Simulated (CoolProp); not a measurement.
Values from CoolProp's reference Helmholtz-energy equation of state, Wagner 2002.

### Question
For water, give the phase and the speed of sound (m/s) at 714.5 K and 170 kPa; 753.3 K and 170 kPa.

### Answer
- 714.5 K and 170 kPa: gas; speed of sound 650
- 753.3 K and 170 kPa: gas; speed of sound 666
